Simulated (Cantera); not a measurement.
Input (Python, Cantera) and output of one run.

```python
import numpy as np
import cantera as ct

gas_names = """
    B BN BO BO2 B2 B2O B2O2 B2O3 N NO NO2 NO3 N2 N2O O O2 O3
""".split()
cond_names = """
    B(b) B(L) BN(s) B2O3(L)
""".split()


# ... load() reads the species with a 1 bar reference pressure and builds the phases ...
atoms = {
    'BN': {'B': 1, 'N': 1},
    'O2': {'O': 2},
    'N2': {'N': 2},
}
top_T = {'BN(s)': 3200}  # K; cautious upper limits of use, not melting points


# ... equilibrate(T, P, feed) seeds the gas with the atoms and calls Mixture.equilibrate('TP', solver="vcs", rtol=1e-11, max_steps=5000) ...
results = []
feed = {'BN': 1, 'O2': 0.48, 'N2': 0.41}  # mol
T = 1650  # K
P = 17  # Pa
mix = equilibrate(T, P, feed)
results.append((T, P, feed, dict(zip(mix.species_names, mix.species_moles))))
print(gas.report(threshold=1e-05))
for i in range(1, mix.n_phases):
    print(f"{mix.phase(i).name:16s} {mix.phase_moles(i):12.5e} mol")
```

Output:

```
       temperature   1650 K
          pressure   17 Pa
           density   4.752e-05 kg/m^3
  mean mol. weight   38.348 kg/kmol
   phase of matter   gas

                          1 kg             1 kmol
                     ---------------   ---------------
          enthalpy       -3.4916e+06        -1.339e+08  J
   internal energy       -3.8494e+06       -1.4762e+08  J
           entropy            9728.7        3.7308e+05  J/K
    Gibbs function       -1.9544e+07       -7.4948e+08  J
 heat capacity c_p            1383.2             53043  J/K
 heat capacity c_v            1166.4             44729  J/K

                      mass frac. Y      mole frac. X     chem. pot. / RT
                     ---------------   ---------------   ---------------
                BO          0.018173          0.025995           -40.145
              B2O2           0.22167           0.15854            -80.29
              B2O3           0.27517           0.15158           -114.51
                N2           0.48497           0.66387             -35.4
     [  +13 minor]        1.4146e-05        1.3355e-05

B(b)              0.00000e+00 mol
BN(s)             2.22389e-01 mol
B2O3(L)           0.00000e+00 mol
```

Equilibrium computed with Cantera from the NASA thermochemical tables; the gas is ideal and each condensed phase is pure.
